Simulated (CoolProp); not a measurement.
The fluid at 293.15 K and 0.138 MPa flows at 11 m/s in a round tube of 12.7 mm bore and 45 µm roughness, fully developed (64/Re and Nu = 3.66 if laminar; Colebrook and Gnielinski if turbulent). The same conditions are run with several fluids, on thermodynamics alone (safety and materials aside).

The numbers come from the reference Helmholtz-energy equation of state of each fluid (CF4 (R14): Platzer 1990; R152A: Outcalt 1996; CH2F2 (R32): Tillner-Roth 1997; methane: Setzmann 1991; R404A: Lemmon 2003) in CoolProp. The equations of Platzer and Polt are older, rougher fits. Blends and air are pseudo-pure fits.

Problem. Rank CF4 (R14), R152A, CH2F2 (R32), methane, R404A by Reynolds number, highest first.

Solution. R404A (65800), R152A (49300), CF4 (R14) (41100), CH2F2 (R32) (31900), methane (11500)

```csv
fluid,Darcy friction factor,pressure drop (Pa/m),heat-transfer coefficient (W/(m² K)),mass flow (kg/h)
CF4 (R14),0.0301,718,161,25.1
R152A,0.0297,546,178,19.4
CH2F2 (R32),0.0307,439,114,15.0
methane,0.0350,152,105,4.57
R404A,0.0292,787,219,28.4
```

Transport values come from each fluid's own correlations; those of CF4 (R14), R152A, CH2F2 (R32) are estimates that may be off by 10 % or more.
